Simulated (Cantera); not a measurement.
A perfectly stirred reactor is fed with N2O = 1 (molar parts), at 0.0263 atm; it is held at 1475 K, and followed from long to short residence time.

Detailed kinetics in Cantera: GRI-Mech 3.0 (53 species, 325 reactions). GRI-Mech 3.0 was tuned for natural gas; its chemistry of N2O as a main component is partial and can be far from experiment. Radical loss at walls, strong at low pressure, is not modelled. The temperature is held fixed by assumption; the heat of reaction is taken as removed at once.

One state of this run: x N2O = 0.433; x NO = 0.0885; x N2 = 0.333; x O = 5.59e-5; x NO2 = 2.35e-5; x O2 = 0.145. x: mole fraction; the columns are a selection and need not sum to one.

**Question.** Which value of τ (s) does it belong to?
(A) 0.78
(B) 0.021
(C) 0.0086
(D) 1.9

**Answer.** A, 0.78
